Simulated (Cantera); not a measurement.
An isothermal, constant-pressure homogeneous reactor starts with NO : N2 = 1 : 1.7 (molar parts), at 2000 K and 10.00 Torr.

Model: GRI-Mech 3.0 (53 species, 325 reactions), integrated in Cantera. Radical loss at walls, strong at low pressure, is not modelled.

One state of this run: x NO = 0.307; x N2O = 2.94e-5; x NO2 = 2.26e-5; x N2 = 0.661; x O = 0.00118; x O2 = 0.0309. x: mole fraction; the columns are a selection and need not sum to one.

Q: Which value of t (s) does it belong to?
A) 0.000206
B) 1.21
C) 4.19
D) 0.00246

A: C, 4.19
